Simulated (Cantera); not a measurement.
Charge: 1 mol Si, 0.012 mol CO2, 21 mol H2, at 2248 K and 100000 Pa.

Equilibrium computed with Cantera from the NASA thermochemical tables; the gas is ideal and each condensed phase is pure. Candidate condensed phases: C, C6H6, C7H8, C8H18, H2O, Si, SiC, SiO2; 123 gas species. Gases not in the tables: Si2H6 and higher silanes. Equilibrium is a limit: real reactors are often held back by kinetics, nucleation or transport.

Base state: H2 0.990, H 0.00731, SiO 0.000670, Si 0.000581, CO 0.000466, SiH2 0.000368, SiH 0.000234, Si2C 2.81e-5 (mole fractions); condensed: Si(l).

Question: What changes in the equilibrium state with this change: pressure from 100000 Pa to 1330 Pa?

Answer: 
| species | before | after |
|---|---|---|
| H2 | 0.990 | 0.897 |
| H | 0.00731 | 0.0602 |
| Si | 0.000581 | 0.0390 |
| CH4 | 2.03e-5 | 4.86e-8 |
| Si2 | 1.02e-5 | 0.000612 |
| Si3 | 1.95e-6 | 0.000105 |
| Si(l), mol | 0.959 | 0 |
